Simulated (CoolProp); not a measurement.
Values from CoolProp's reference Helmholtz-energy equation of state, Bücker 2006.

Problem. For n-butane, give the phase and the cp (kJ/(kg K)), expansivity (1/kK) at -24.95 °C and 15.8 bar.

Solution. 
- -24.95 °C and 15.8 bar: liquid; cp 2.20, expansivity 1.60
